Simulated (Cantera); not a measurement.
Charge: 1 mol V2O3, a varied amount of H2, at 2075 K and 3.80 bar.

Method: chemical equilibrium by Gibbs-energy minimisation in Cantera with the NASA 1993 tables (ideal gas, pure condensed phases). Candidate condensed phases: H2O, V, VO, V2O3, V2O4, V2O5; 12 gas species. Mutual solubility and eutectic melting of coexisting phases are not modelled. VO: taken at fixed stoichiometry. Condensed phases not in the tables: N, O or C dissolved in the metal. The numbers say what is thermodynamically allowed, not how fast it happens.

log p: log10 of the partial pressure in bar; n: condensed amount in mol.

| n(H2) (mol) | log p H2 | log p H2O | log p H | log p VO2 | log p V | log p VO | log p OH | n VO(l) | n V(s) |
|---|---|---|---|---|---|---|---|---|---|
| 110 | 0.58 | -1.46 | -2.29 | -5.01 | -6.46 | -5.24 | -5.27 | 2.00 | 0 |
| 470 | 0.58 | ___ | -2.29 | ___ | ___ | -5.24 | ___ | 2.00 | 0 |
| 830 | 0.58 | -2.34 | -2.29 | -5.89 | -5.58 | -5.24 | -6.15 | 2.00 | 0 |
| 1200 | 0.58 | -2.50 | -2.29 | -6.05 | -5.42 | -5.24 | -6.31 | 2.00 | 0 |
| 1600 | 0.58 | ___ | -2.29 | ___ | ___ | -5.24 | ___ | 2.00 | 0 |
| 1900 | 0.58 | -2.70 | -2.29 | -6.25 | -5.22 | -5.24 | -6.50 | 1.99 | 0 |
| 2300 | 0.58 | -2.75 | -2.29 | -6.30 | -5.16 | -5.24 | -6.56 | 1.92 | 0.0673 |

Q: What belongs in the gaps?

A: 
- 470, log p H2O: -2.09
- 470, log p VO2: -5.64
- 470, log p V: -5.82
- 470, log p OH: -5.90
- 1600, log p H2O: -2.62
- 1600, log p VO2: -6.17
- 1600, log p V: -5.29
- 1600, log p OH: -6.43
